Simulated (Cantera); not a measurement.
Mixture: H2 : O2 : N2 = 1 : 0.926 : 3.43 (molar parts), equivalence ratio 0.54, at 1.01 bar, adiabatic and at constant pressure. Ignition delay is the time to a rise of 400 K.

Cantera simulation using the H2/O2 subset of GRI-Mech 3.0, which has no nitrogen chemistry; the numbers are that mechanism's predictions, not measurements. Where the delays flatten at high temperature, the 400 K rule measures the pace of heat release, not the induction time.

**Question.** What does this change do: H2 1 to 2.5 parts?

**Answer.** 
```csv
quantity,before,after
delay at 1048 K,0.147 ms,0.152 ms
delay at 1248 K,40.2 µs,37.3 µs
delay at 1448 K,24.2 µs,19.3 µs
delay at 1648 K,22.3 µs,14.9 µs
delay at 1848 K,25.8 µs,15.2 µs
```
